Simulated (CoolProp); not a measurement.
1,2-dichloroethane at 298.15 K and 0.00892 MPa is compressed adiabatically to 0.0581 MPa with isentropic efficiency 0.8. Each further row changes one setting.

The numbers come from the reference Helmholtz-energy equation of state, Thol 2015 in CoolProp.

| case | work (kJ/kg) | final temperature (K) | final density (kg/m³) |
|---|---|---|---|
| as stated | 64.0 | 373.6 | 1.88 |
| efficiency 1 | 51.2 | 359.4 | 1.96 |
| efficiency 0.65 | 78.7 | 389.7 | 1.80 |
